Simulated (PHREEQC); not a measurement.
**Hard or scaling water**

A solution holds 0.0078 mol CaCl2, 0.0015 mol Na2HPO4 and 4.3e-05 mol H4SiO4 per kg of water, at 59 °C. Closed to the air; pH follows from the charge balance.

The numbers come from PHREEQC with the ion-association model, phreeqc.dat.

```
Item                          Result
--------------------  --------------
pH                              7.50
ionic strength        0.0239 mol/kgw
specific conductance      3560 µS/cm
total alkalinity         1.50 meq/kg
```

```
species   molality  activity   log γ
--------  --------  --------  ------
Cl-         0.0156    0.0133  -0.071
Ca+2       0.00684   0.00372  -0.264
Na+        0.00300   0.00257  -0.068
CaHPO4    0.000817  0.000821   0.002
HPO4-2    0.000422  0.000228  -0.268
CaPO4-    0.000128  0.000110  -0.066
H2PO4-    0.000113   9.69e-5  -0.066
H4SiO4     4.24e-5   4.26e-5   0.002
CaH2PO4+   1.93e-5   1.66e-5  -0.066
OH-        3.43e-6   2.91e-6  -0.071
NaHPO4-    1.33e-6   1.14e-6  -0.066
H3SiO4-    6.14e-7   5.23e-7  -0.070
```

No solid was allowed to form. The solution is supersaturated, for example in Hydroxyapatite, so a real one may precipitate; this is no full list. Away from 25 °C the constants follow the database's enthalpies or fits; those with neither stay at their 25 °C values.
